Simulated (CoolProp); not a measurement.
A single-stage vapour-compression cycle with the fluid: evaporating at 318.15 K (dew point), condensing at 358.15 K (bubble point), superheat 8 K, subcooling 2 K, compressor efficiency 0.7, no pressure losses. The same conditions are run with several fluids, on thermodynamics alone (safety and materials aside).

The numbers come from the reference Helmholtz-energy equation of state of each fluid (carbonyl sulfide: Lemmon 2006; R142b: Lemmon 2006; R236FA: Pan 2012; cis-2-butene: Lemmon 2005; n-hexane: Thol 2019; 1,2-dichloroethane: Thol 2015) in CoolProp.

| fluid | cooling COP | pressure ratio | discharge temperature (K) | refrigerating effect (kJ/kg) | volumetric capacity (kJ/m³) |
|---|---|---|---|---|---|
| carbonyl sulfide | 3.92 | 2.19 | 401.0 | 166 | 9430 |
| R142b | … | 2.56 | … | 141 | 3560 |
| R236FA | 4.12 | 2.76 | 363.8 | 89.3 | 2900 |
| cis-2-butene | 4.66 | 2.67 | 373.4 | 290 | 2570 |
| n-hexane | 4.76 | 3.65 | 360.0 | 274 | 402 |
| 1,2-dichloroethane | … | 4.17 | 394.5 | … | 282 |

Problem. What belongs in the gaps?

Solution. 
- R142b, cooling COP: 4.45
- R142b, discharge temperature (K): 373.2
- 1,2-dichloroethane, cooling COP: 5.09
- 1,2-dichloroethane, refrigerating effect (kJ/kg): 301
